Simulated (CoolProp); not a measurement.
A Linde-Hampson liquefier for carbon monoxide: isothermal reversible compression at 290 K from 1 atm to 25 MPa, throttling to 1 atm, return gas leaving the recuperator 5 K below the feed. Each further row changes one setting.

Values from CoolProp's reference Helmholtz-energy equation of state, Lemmon 2006. It is a short technical equation, of lower accuracy than the large ones.

```csv
case,liquid yield per pass,compression work (kJ/kg of gas)
as stated,0.094,473
high pressure 50 MPa,0.102,?
warm-end temperature 320 K,?,526
warm-end gap 10 K,?,473
```

### Question
What belongs in the gaps?

### Answer

- high pressure 50 MPa, compression work (kJ/kg of gas): 544
- warm-end temperature 320 K, liquid yield per pass: 0.067
- warm-end gap 10 K, liquid yield per pass: 0.083
